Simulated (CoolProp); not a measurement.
Values from CoolProp's reference Helmholtz-energy equation of state, Lemmon 2006. It is a short technical equation, of lower accuracy than the large ones.

Give the vapour pressure (MPa), vapour density (kg/m³), liquid cp (kJ/(kg K)) of saturated carbonyl sulfide at -72.95, -61.45, -52.75 °C.


| T (°C) | p (MPa) | vapour density (kg/m³) | liquid cp (kJ/(kg K)) |
|---|---|---|---|
| -72.95 | 0.0307 | 1.12 | 1.17 |
| -61.45 | 0.0582 | 2.02 | 1.17 |
| -52.75 | 0.0897 | 3.02 | 1.18 |
